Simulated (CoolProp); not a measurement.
Saturation properties of C2F6 (R116) (Tc = 293.0 K, pc = 30.48 bar, ω = 0.257).

The numbers come from the reference Helmholtz-energy equation of state, Lemmon 2006 in CoolProp. It is a short technical equation, of lower accuracy than the large ones.

```tsv
T (K)	p (bar)	liquid cp (kJ/(kg K))	liquid viscosity (µPa s)
182.6	?	0.9127	540
186.7	0.6316	0.9219	?
190.9	0.8057	0.9317	?
195.1	1.016	0.9419	423
199.3	?	0.9527	391
203.4	1.553	0.9637	364
207.6	1.898	0.9755	338
211.8	2.298	0.9880	315
```

**Question.** Some entries are withheld; supply them.

**Answer.** 
- 182.6, p (bar): 0.4917
- 186.7, liquid viscosity (µPa s): 497
- 190.9, liquid viscosity (µPa s): 457
- 199.3, p (bar): 1.266

It boils at 195.1 K under 1 atm.

Viscosity comes from a separate model (Huber 2003), an estimate that may be off by 10 % or more.
